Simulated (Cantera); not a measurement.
What does this Cantera script print?

```python
import numpy as np
import cantera as ct

gas = ct.Solution("gri30.yaml")
gas.TPX = 1648, 2100000, {'CH4': 1, 'C2H6': 0.15, 'O2': 2.1, 'N2': 25.2}
reactor = ct.IdealGasReactor(gas, energy="on", clone=False)
net = ct.ReactorNet([reactor])
net.rtol, net.atol = 1e-08, 1e-16
show = ['CH4', 'C2H6', 'O2', 'CH2', 'H2', 'H']
times = np.geomspace(1e-05, 0.6, 12)

steps = ct.SolutionArray(gas, extra=["t"])
rows = []
print(f"{'t/s':>10s}{'T/K':>9s}{'P/Pa':>11s}" + "".join(f"{s:>11s}" for s in show))
for t in times:
    while net.time < t:
        t_next = net.step()
        steps.append(gas.state, t=t_next)
    rows.append([np.interp(t, steps.t, y) for y in (steps.T, steps.P, *steps(*show).X.T)])
    print(f"{t:10.3e}{rows[-1][0]:9.1f}{rows[-1][1]:11.4g}" + "".join(f"{x:11.3e}" for x in rows[-1][2:]))
rate = np.gradient(steps.T, steps.t)
print("integrator steps:", len(steps.t))
if steps.T.max() > steps.T[0] + 200:
    print(f"time of steepest temperature rise: {steps.t[rate.argmax()]:.4e} s")
gas.TPX = 1648, 2100000, {'CH4': 1, 'C2H6': 0.15, 'O2': 2.1, 'N2': 25.2}
gas.equilibrate("UV")
print(f"equilibrium (UV): T = {gas.T:.1f} K  " + "  ".join(f"{s} {gas[s].X[0]:.3e}" for s in show))
```

It prints:

```
       t/s      T/K       P/Pa        CH4       C2H6         O2        CH2         H2          H
 1.000e-05   1662.9  2.124e+06  3.205e-02  3.564e-03  7.105e-02  2.031e-07  2.096e-03  1.283e-05
 2.719e-05   2487.5  3.243e+06  5.196e-13 -8.670e-26  1.915e-03  2.522e-13  1.076e-02  2.564e-03
 7.392e-05   2563.7  3.328e+06  6.556e-13  1.693e-24  1.177e-04  6.882e-14  9.632e-03  5.684e-04
 2.010e-04   2563.1  3.327e+06  6.683e-13  1.741e-24  1.149e-04  6.913e-14  9.659e-03  5.652e-04
 5.464e-04   2561.6  3.325e+06  6.895e-13  1.838e-24  1.118e-04  7.010e-14  9.721e-03  5.638e-04
 1.486e-03   2559.6  3.323e+06  7.184e-13  1.974e-24  1.080e-04  7.144e-14  9.802e-03  5.620e-04
 4.039e-03   2559.0  3.322e+06  7.282e-13  2.021e-24  1.067e-04  7.189e-14  9.829e-03  5.614e-04
 1.098e-02   2559.0  3.322e+06  7.284e-13  2.022e-24  1.067e-04  7.190e-14  9.829e-03  5.614e-04
 2.986e-02   2559.0  3.322e+06  7.284e-13  2.022e-24  1.067e-04  7.190e-14  9.829e-03  5.614e-04
 8.117e-02   2559.0  3.322e+06  7.284e-13  2.022e-24  1.067e-04  7.190e-14  9.829e-03  5.614e-04
 2.207e-01   2559.0  3.322e+06  7.284e-13  2.022e-24  1.067e-04  7.190e-14  9.829e-03  5.614e-04
 6.000e-01   2559.0  3.322e+06  7.284e-13  2.022e-24  1.067e-04  7.190e-14  9.829e-03  5.614e-04
integrator steps: 1751
time of steepest temperature rise: 2.4320e-05 s
equilibrium (UV): T = 2559.0 K  CH4 8.263e-13  C2H6 2.483e-24  O2 1.067e-04  CH2 7.834e-14  H2 9.829e-03  H 5.614e-04
```

Detailed kinetics in Cantera: GRI-Mech 3.0 (53 species, 325 reactions). The pressure lies above the range GRI-Mech 3.0 was tuned for (to about 10 atm).
